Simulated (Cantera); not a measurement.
## Ignition delay

Mixture: 4.95 % CH3OH, 8.96 % O2, 79.2 % N2, 6.93 % H2O, equivalence ratio 0.83, at 7.00 bar, adiabatic and at constant pressure. Ignition delay is the time to a rise of 400 K.

Computed with Cantera and GRI-Mech 3.0 (53 species, 325 reactions). GRI-Mech 3.0 was tuned for natural gas; its chemistry of methanol as a main component is partial and can be far from experiment.

| T0 (K) | delay (ms) |
|---|---|
| 1025 | 73.0 |
| 1100 | 14.3 |
| 1175 | 3.48 |
| 1250 | 1.02 |
| 1325 | 0.356 |
| 1400 | 0.144 |
| 1475 | 0.0668 |
| 1550 | 0.0347 |

The apparent activation energy between 1400 and 1550 K comes out as 170 kJ/mol.
